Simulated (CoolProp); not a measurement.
Vapour-liquid equilibrium of propylene (1) + propane (2) at 2.27 MPa; x and y are mole fractions of (1).

Values from CoolProp's multi-fluid Helmholtz-energy mixture model, Lemmon 2013 and Lemmon 2009; pair parameters Bell 2016.

| x | bubble temperature (°C) | y at the bubble point | dew temperature at overall composition x (°C) | liquid density (mol/L) |
|---|---|---|---|---|
| 0.05 | (withheld) | 0.057 | 62.9 | 9.579 |
| 0.15 | 61.6 | 0.168 | 61.8 | 9.682 |
| 0.25 | (withheld) | 0.274 | 60.7 | 9.786 |
| 0.35 | 59.4 | 0.377 | 59.7 | 9.890 |
| 0.45 | 58.5 | 0.477 | 58.7 | (withheld) |
| 0.55 | 57.6 | 0.575 | 57.9 | 10.10 |
| 0.65 | 56.9 | 0.671 | 57.0 | 10.21 |
| 0.75 | 56.2 | 0.766 | 56.3 | 10.32 |
| 0.85 | 55.5 | (withheld) | 55.6 | 10.44 |
| 0.95 | 55.0 | 0.953 | 55.0 | (withheld) |

### Question
Fill in the missing entries.

### Answer

- 0.05, bubble temperature (°C): 62.8
- 0.25, bubble temperature (°C): 60.5
- 0.45, liquid density (mol/L): 9.996
- 0.85, y at the bubble point: 0.859
- 0.95, liquid density (mol/L): 10.56

No azeotrope shows between x = 0.05 and 0.95.

Pair parameters are fitted to limited data, so mixtures are less certain than the pure fluids.
